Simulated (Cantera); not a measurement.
Charge: 1 mol N2O, 8.8 mol H2O, 18 mol H2, equilibrated at 585 Torr.

Cantera equilibrium calculation (NASA polynomials, part measured and part estimated; ideal gas, pure solids and liquids). Candidate condensed phases: H2O; 47 gas species. Ions and electrons are included (thermal ionisation). Kinetics and transport are ignored. All values below are at 4000 K.

Base state: H 0.666, H2 0.136, O 0.116, OH 0.0421, N2 0.0174, H2O 0.0147, O2 0.00472, NO 0.00263 (mole fractions); condensed: gas only.

**Question.** What changes in the equilibrium state with this change: 0.2 mol CO2 added?

**Answer.** 
```
species   before    after
-------  -------  -------
H          0.666    0.662
H2         0.136    0.135
O          0.116    0.117
CO             0  0.00370
N2        0.0174   0.0172
OH        0.0421   0.0425
H2O       0.0147   0.0148
CO2            0  4.56e-5
O2       0.00472  0.00486
```
Further candidate phases: C, C6H6, C7H8, C8H18.
